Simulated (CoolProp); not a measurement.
Computed with CoolProp (reference Helmholtz-energy equation of state, Schmidt 1985).

Problem. For oxygen, give the phase and the Z, cp (kJ/(kg K)), cv (kJ/(kg K)), speed of sound (m/s) at 156 K and 96.7 bar.

Solution. 
- 156 K and 96.7 bar: supercritical; Z 0.317, cp 2.49, cv 0.812, speed of sound 410
